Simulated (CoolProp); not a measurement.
Values from CoolProp's reference Helmholtz-energy equation of state, Fiedler 2023.

Question: For tetrahydrofuran, give the phase and the Z, isothermal compressibility (1/MPa) at 373.1 K and 9.82 bar; 389.3 K and 9.82 bar.

Answer: 
- 373.1 K and 9.82 bar: liquid; Z 0.0287, isothermal compressibility 0.00199
- 389.3 K and 9.82 bar: liquid; Z 0.0282, isothermal compressibility 0.00238
